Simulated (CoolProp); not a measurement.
A simple Rankine cycle with n-butane: condensing at 301.15 K, boiler at 1.67 MPa, turbine inlet 417.7 K, turbine efficiency 0.8, pump efficiency 0.7, no recuperator. Each further row changes one setting.

Model: reference Helmholtz-energy equation of state, Bücker 2006, in CoolProp.

```
case                             thermal efficiency (%)  net work (kJ/kg)  heat in (kJ/kg)  turbine exit temperature (K)  volume ratio over the turbine
-------------------------------  ----------------------  ----------------  ---------------  ----------------------------  -----------------------------
as stated                                          12.5              69.8              558                         368.5                           6.49
turbine inlet 437.7 K                              12.4              75.2              608                         389.8                           6.35
condensing temperature 293.15 K                    13.8              79.5              577                         362.9                           8.28
boiler pressure 1.17 MPa                           10.4              59.7              572                         380.2                           4.38
turbine efficiency 0.7                             10.9              60.7              558                         372.9                           6.58
```
